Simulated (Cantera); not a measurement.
An isothermal, constant-pressure homogeneous reactor starts with CH₄ : H₂ = 1 : 37 (molar parts), at 1600 K and 31000 Pa. Integrator tolerance rtol = 1e-08.

Computed with Cantera and GRI-Mech 3.0 (53 species, 325 reactions). GRI-Mech 3.0 stops at C3 and has no aromatics, soot or wall deposition, so with more carbon than oxygen in the feed, carbon stays in small species such as C2H2 where larger ones or solid carbon would form.

**Question.** What does this change do: CH4 1 to 0.42 parts?

**Answer.** 
```csv
quantity,before,after
x(CH₄) at 8.00 s,0.00901 (gas-phase equilibrium 0.00853),0.00567 (gas-phase equilibrium 0.00510)
x(H₂) at 8.00 s,0.982 (gas-phase equilibrium 0.983),0.991 (gas-phase equilibrium 0.992)
x(C₂H₄) at 8.00 s,0.000274 (gas-phase equilibrium 0.000282),9.03e-5 (gas-phase equilibrium 9.92e-5)
x(CH₃) at 8.00 s,1.81e-5 (gas-phase equilibrium 1.72e-5),1.13e-5 (gas-phase equilibrium 1.02e-5)
x(CH₂) at 8.00 s,1.67e-9 (gas-phase equilibrium 1.59e-9),1.04e-9 (gas-phase equilibrium 9.42e-10)
x(C₂H₂) at 8.00 s,0.00815 (gas-phase equilibrium 0.00838),0.00265 (gas-phase equilibrium 0.00292)
```

**Question.** What does this change do: CH4 1 to 0.27 parts?

**Answer.** 
| quantity | before | after |
|---|---|---|
| x(CH₄) at 8.00 s | 0.00901 (gas-phase equilibrium 0.00853) | 0.00433 (gas-phase equilibrium 0.00383) |
| x(H₂) at 8.00 s | 0.982 (gas-phase equilibrium 0.983) | 0.994 (gas-phase equilibrium 0.994) |
| x(C₂H₄) at 8.00 s | 0.000274 (gas-phase equilibrium 0.000282) | 4.77e-5 (gas-phase equilibrium 5.56e-5) |
| x(CH₃) at 8.00 s | 1.81e-5 (gas-phase equilibrium 1.72e-5) | 8.64e-6 (gas-phase equilibrium 7.67e-6) |
| x(CH₂) at 8.00 s | 1.67e-9 (gas-phase equilibrium 1.59e-9) | 7.91e-10 (gas-phase equilibrium 7.06e-10) |
| x(C₂H₂) at 8.00 s | 0.00815 (gas-phase equilibrium 0.00838) | 0.00140 (gas-phase equilibrium 0.00163) |
